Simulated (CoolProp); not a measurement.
Vapour-liquid equilibrium of R143a (1) + fluoroethane (R161) (2) at 0.0126 MPa; x and y are mole fractions of (1).

The numbers come from the multi-fluid Helmholtz-energy mixture model, Lemmon and Jacobsen 2000 and Wu 2012; pair parameters Bell 2016 in CoolProp.

### Question
Give the bubble temperature and the first vapour's composition at x = 0.45, 0.75, 0.95. Is there an azeotrope?

### Answer
x = 0.45: -79.5 °C, y = 0.595; x = 0.75: -81.7 °C, y = 0.837; x = 0.95: -82.9 °C, y = 0.969. No azeotrope shows between x = 0.05 and 0.95.

The pair parameters rest on a limited set of measurements; away from them the model extrapolates.
